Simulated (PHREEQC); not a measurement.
Solution (90 °C): 1.5 mmol/kgw Na2SiF6. Closed to the air; pH follows from the charge balance.

Model: ion-association model, phreeqc.dat, run in PHREEQC.

This is a speciation only: nothing precipitates in the calculation.

Task: What pH, ionic strength does the model give?

Result: pH 3.48; ionic strength 0.00347 mol/kgw.

Task: In which forms is F present?

Result: HF 57 %, F- 34 %, SiF6-2 8.1 %, HF2- 1.4 % of the F.

Examples of supersaturated solids here: Quartz (slow to form), Chalcedony (slow to form). Others may be too. Species that the database lacks are ignored. At this temperature some constants are extrapolated from 25 °C, and those without enthalpy data are left unchanged. SiF6-2 is the database's only silicon fluoride.
